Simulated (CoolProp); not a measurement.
Values from CoolProp's reference Helmholtz-energy equation of state, Tillner-Roth 1997.

Task: Give the vapour pressure (kPa), surface tension (mN/m), liquid conductivity (mW/(m K)) of saturated CH2F2 (R32) at 285.5, 293.7, 326.7 K.

Result: 
```json
[
 {"T (K)": "285.5", "p (kPa)": "1190", "surface tension (mN/m)": "8.86", "liquid conductivity (mW/(m K))": "145"},
 {"T (K)": "293.7", "p (kPa)": "1500", "surface tension (mN/m)": "7.50", "liquid conductivity (mW/(m K))": "138"},
 {"T (K)": "326.7", "p (kPa)": "3410", "surface tension (mN/m)": "2.60", "liquid conductivity (mW/(m K))": "109"}
]
```

Thermal conductivity comes from a separate model (Huber 2003), an estimate that may be off by 10 % or more. Surface tension comes from a separate correlation (Mulero 2012).
